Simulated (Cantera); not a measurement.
## Premixed flame

A freely propagating, adiabatic, planar premixed flame of 27.9 % CO, 11.5 % H2, 0.866 % CH4, 15.3 % O2, 44.4 % N2, equivalence ratio 1.4, unburnt at 375 K and 5.20 bar; multicomponent+Soret transport, grid criteria slope 0.08 and curve 0.16, no radiation.

Detailed kinetics in Cantera: GRI-Mech 3.0 (53 species, 325 reactions). Burning velocities carry a grid error of a few per cent, more on coarse grids.

```csv
z (mm),T (K),u (m/s),x CO,x H2,x CH4,x O2,x CO2,x OH
-0.174,375,1.54,0.279,0.114,0.00866,0.153,<1e-8,<1e-8
-0.116,375,1.54,0.280,0.114,0.00867,0.153,1.87e-8,<1e-8
-0.0871,375,1.54,0.280,0.111,0.00869,0.154,4.59e-7,<1e-8
-0.0581,378,1.54,0.283,0.104,0.00874,0.155,9.47e-6,<1e-8
-0.0290,479,1.89,0.289,0.0748,0.00844,0.157,0.00160,7.30e-6
-0.0145,906,3.54,0.278,0.0558,0.00668,0.138,0.0164,0.000716
0,1421,5.48,0.251,0.0353,0.00260,0.0962,0.0498,0.00286
0.0145,1743,6.63,0.217,0.0208,0.000281,0.0572,0.0917,0.00675
0.0290,1920,7.20,0.189,0.0166,1.28e-5,0.0367,0.126,0.00950
0.0581,2107,7.76,0.162,0.0168,3.26e-8,0.0225,0.159,0.0113
0.116,2277,8.29,0.149,0.0166,<1e-8,0.0149,0.177,0.0112
0.232,2416,8.71,0.142,0.0151,<1e-8,0.00971,0.187,0.00968
0.465,2515,9.01,0.135,0.0139,<1e-8,0.00569,0.195,0.00762
```
x: mole fraction of selected species; z is measured from the peak of heat release.

* **laminar burning velocity**: 154 cm/s
* **thermal thickness**: 0.0581 mm
* **peak x(OH)**: 0.0115
* **grid points**: 136
